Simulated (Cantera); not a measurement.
A closed system holds: 1 mol Ti, a varied amount of CO2, 1.6 mol CO, 0.023 mol H2O, equilibrated at 1900 K and 0.620 bar.

Method: chemical equilibrium by Gibbs-energy minimisation in Cantera with the NASA 1993 tables (ideal gas, pure condensed phases). Candidate condensed phases: C, C6H6, C7H8, C8H18, H2O, Ti, TiC, TiO, TiO2, Ti2O3, Ti3O5, Ti4O7; 113 gas species. Mutual solubility and eutectic melting of coexisting phases are not modelled. TiC: taken at fixed stoichiometry. Equilibrium is a limit: real reactors are often held back by kinetics, nucleation or transport.

Q: At 0.06 mol CO2, list the 5 most abundant gas species with their mole fractions, and the condensed phases.

A: CO 0.979, H2 0.0205, CO2 0.000198, H 0.000144, H2O 1.75e-5. Condensed: TiC(s) + Ti2O3(s).
